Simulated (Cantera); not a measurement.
Adiabatic ignition

An adiabatic, constant-volume homogeneous reactor starts with CH4 : H2 : O2 : N2 : CO2 = 1 : 0.042 : 3.48 : 13.1 : 1.4 (molar parts), equivalence ratio 0.58, at 1500 K and 0.700 bar.

Cantera simulation using GRI-Mech 3.0 (53 species, 325 reactions); the numbers are that mechanism's predictions, not measurements.

```csv
t (s),T (K),P (bar),x CH4,x H2,x O2,x CO,x NO2
3.00e-6,1500,0.700,0.0526,0.00221,0.183,2.54e-10,<1e-12
1.14e-5,1500,0.700,0.0526,0.00221,0.183,1.30e-9,<1e-12
4.31e-5,1500,0.700,0.0526,0.00221,0.183,7.55e-9,<1e-12
0.000164,1500,0.700,0.0525,0.00221,0.183,1.49e-7,<1e-12
0.000621,1503,0.701,0.0517,0.00226,0.182,5.89e-5,<1e-12
0.00235,2548,1.21,<1e-12,0.00236,0.0791,0.0166,9.35e-7
0.00892,2539,1.20,<1e-12,0.00231,0.0759,0.0163,4.66e-6
0.0338,2532,1.20,<1e-12,0.00228,0.0735,0.0160,7.31e-6
0.128,2531,1.20,<1e-12,0.00228,0.0734,0.0160,7.40e-6
0.487,2531,1.20,<1e-12,0.00228,0.0734,0.0160,7.40e-6
1.85,2531,1.20,<1e-12,0.00228,0.0734,0.0160,7.40e-6
7.00,2531,1.20,<1e-12,0.00228,0.0734,0.0160,7.40e-6
```
x: mole fraction; the columns are a selection and need not sum to one.

```
Property                                                            Result
---------------------------------  ---------------------------------------
time of steepest temperature rise                                  1.14 ms
temperature at 7.00 s                                               2531 K
equilibrium temperature                                             2531 K
x(CH4) at 7.00 s                     <1e-12 (gas-phase equilibrium <1e-12)
x(H2) at 7.00 s                    0.00228 (gas-phase equilibrium 0.00228)
x(O2) at 7.00 s                      0.0734 (gas-phase equilibrium 0.0734)
```
